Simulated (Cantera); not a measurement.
Input: 1 mol SiCl4, 0.22 mol C3H8, 25 mol H2, equilibrated at 2000 K and 1.33 mbar.

Cantera equilibrium calculation (NASA polynomials, part measured and part estimated; ideal gas, pure solids and liquids). Candidate condensed phases: C, C6H6, C7H8, C8H18, Si, SiC; 109 gas species. The tables' values for SiCl are old estimates; treat these amounts as uncertain. Gases not in the tables: Si2H6 and higher silanes. Equilibrium is a limit: real reactors are often held back by kinetics, nucleation or transport.

Base state: H2 0.821, HCl 0.122, H 0.0404, SiCl2 0.00632, Si 0.00478, Cl 0.00445, SiCl 0.000696, Si2C 0.000131 (mole fractions); condensed: SiC(s).

Q: What changes in the equilibrium state with this change: SiCl4 replaced by (CH3)2SiCl2?

A: 
```json
[
 {"species": "H2", "before": "0.821", "after": "0.891"},
 {"species": "HCl", "before": "0.122", "after": "0.0619"},
 {"species": "H", "before": "0.0404", "after": "0.0420"},
 {"species": "SiCl2", "before": "0.00632", "after": "0.000565"},
 {"species": "Si", "before": "0.00478", "after": "0.00179"},
 {"species": "C2H2 (acetylene)", "before": "8.87e-5", "after": "0.000684"},
 {"species": "SiCl", "before": "0.000696", "after": "0.000127"},
 {"species": "Si2C", "before": "0.000131", "after": "4.91e-5"},
 {"species": "SiC2", "before": "2.78e-5", "after": "7.41e-5"},
 {"species": "SiC(s), mol", "before": "0.650", "after": "0.917"},
 {"species": "C(graphite), mol", "before": "0", "after": "1.69"}
]
```
The feed counts by its element totals alone.

Q: What changes in the equilibrium state with this change: C3H8 from 0.22 to 0.16 mol?

A: 
```
species            before    after
----------------  -------  -------
H2                  0.821    0.821
HCl                 0.122    0.116
H                  0.0404   0.0403
SiCl2             0.00632  0.00921
Si                0.00478  0.00760
C2H2 (acetylene)  8.87e-5  3.50e-5
Si2               7.24e-6  1.83e-5
SiC(s), mol         0.650    0.471
```
